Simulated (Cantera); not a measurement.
A freely propagating, adiabatic, planar premixed flame of H2 : O2 : N2 = 1 : 0.357 : 1.34 (molar parts), equivalence ratio 1.4, unburnt at 500 K and 0.977 atm; mixture-averaged transport, grid criteria slope 0.08 and curve 0.16, no radiation.

Computed with Cantera and the H2/O2 subset of GRI-Mech 3.0, which has no nitrogen chemistry. Burning velocities carry a grid error of a few per cent, more on coarse grids.

Task: What does this change do: H2 1 to 1.3 parts?

Result: 
| quantity | before | after |
|---|---|---|
| laminar burning velocity | 652 cm/s | 673 cm/s |
| thermal thickness | 0.430 mm | 0.423 mm |
| peak x(H) | 0.0818 | 0.0889 |
| peak x(H2O2) | 2.94e-5 | 2.44e-5 |
| peak x(O) | 0.00787 | 0.00471 |
| peak x(OH) | 0.0122 | 0.00619 |

Task: What does this change do: inlet temperature 500 to 625 K?

Result: 
```json
[
 {"quantity": "laminar burning velocity", "before": "652 cm/s", "after": "945 cm/s"},
 {"quantity": "thermal thickness", "before": "0.430 mm", "after": "0.472 mm"},
 {"quantity": "peak x(H)", "before": "0.0818", "after": "0.0898"},
 {"quantity": "peak x(H2O2)", "before": "2.94e-5", "after": "9.00e-6"},
 {"quantity": "peak x(O)", "before": "0.00787", "after": "0.00908"},
 {"quantity": "peak x(OH)", "before": "0.0122", "after": "0.0140"}
]
```
